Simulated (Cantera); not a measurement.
# Reactions in the system Cr-N-O

Source: NASA polynomial tables (part measured, part estimated), evaluated in Cantera. Values are per mole of reaction as written; species without (g) are pure solids or liquids, kept so even where they would boil at 1 bar.

3 N2(g) + 4 CrO3(g) ⇌ 6 NO2(g) + 4 Cr

```
T (K)  ΔH° (kJ)  ΔS° (J/K)  ΔG° (kJ)  log10 K
-----  --------  ---------  --------  -------
548      1377.3     -102.6    1433.5  -136.64
698      1378.8     -100.3    1448.8  -108.42
848      1381.5      -96.8    1463.6   -90.15
998      1385.4      -92.6    1477.8   -77.35
1148     1391.0      -87.3    1491.3   -67.85
1298     1398.4      -81.3    1504.0   -60.52
1448     1407.7      -74.6    1515.7   -54.67
1598     1419.0      -67.1    1526.3   -49.89
1748     1432.5      -59.1    1535.8   -45.89
1898     1448.1      -50.5    1544.0   -42.49
```

8 Cr + 3 NO2(g) ⇌ 3 Cr2N + 2 CrO3(g)

```json
[
 {"T (K)": "548", "ΔH° (kJ)": "-1059.5", "ΔS° (J/K)": "-169.3", "ΔG° (kJ)": "-966.7", "log10 K": "92.14"},
 {"T (K)": "698", "ΔH° (kJ)": "-1056.0", "ΔS° (J/K)": "-163.7", "ΔG° (kJ)": "-941.7", "log10 K": "70.47"},
 {"T (K)": "848", "ΔH° (kJ)": "-1052.8", "ΔS° (J/K)": "-159.6", "ΔG° (kJ)": "-917.5", "log10 K": "56.51"},
 {"T (K)": "998", "ΔH° (kJ)": "-1050.0", "ΔS° (J/K)": "-156.5", "ΔG° (kJ)": "-893.8", "log10 K": "46.78"},
 {"T (K)": "1148", "ΔH° (kJ)": "-1048.3", "ΔS° (J/K)": "-155.0", "ΔG° (kJ)": "-870.5", "log10 K": "39.61"},
 {"T (K)": "1298", "ΔH° (kJ)": "-1048.2", "ΔS° (J/K)": "-154.8", "ΔG° (kJ)": "-847.2", "log10 K": "34.09"},
 {"T (K)": "1448", "ΔH° (kJ)": "-1049.9", "ΔS° (J/K)": "-156.1", "ΔG° (kJ)": "-823.9", "log10 K": "29.72"},
 {"T (K)": "1598", "ΔH° (kJ)": "-1053.7", "ΔS° (J/K)": "-158.5", "ΔG° (kJ)": "-800.4", "log10 K": "26.16"},
 {"T (K)": "1748", "ΔH° (kJ)": "-1059.8", "ΔS° (J/K)": "-162.2", "ΔG° (kJ)": "-776.3", "log10 K": "23.20"},
 {"T (K)": "1898", "ΔH° (kJ)": "-1068.2", "ΔS° (J/K)": "-166.8", "ΔG° (kJ)": "-751.7", "log10 K": "20.69"}
]
```
